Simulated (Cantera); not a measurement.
Mixture: 6.35 % C2H4, 11.2 % O2, 73.0 % N2, 9.52 % CO2, equivalence ratio 1.7, at 1.80 bar, adiabatic and at constant volume. Ignition delay is the time to a rise of 400 K.

Detailed kinetics in Cantera: GRI-Mech 3.0 (53 species, 325 reactions). GRI-Mech 3.0 was tuned for natural gas; its chemistry of ethylene as a main component is partial and can be far from experiment. Where the delays flatten at high temperature, the 400 K rule measures the pace of heat release, not the induction time.

Problem. Predict: delay at 1300 K; delay at 1450 K; delay at 1600 K; delay at 1750 K; delay at 1900 K; apparent activation energy between 1750 and 1900 K.

Solution. 
- delay at 1300 K: 98.0 µs
- delay at 1450 K: 29.5 µs
- delay at 1600 K: 15.7 µs
- delay at 1750 K: 9.99 µs
- delay at 1900 K: 6.93 µs
- apparent activation energy between 1750 and 1900 K: 67 kJ/mol
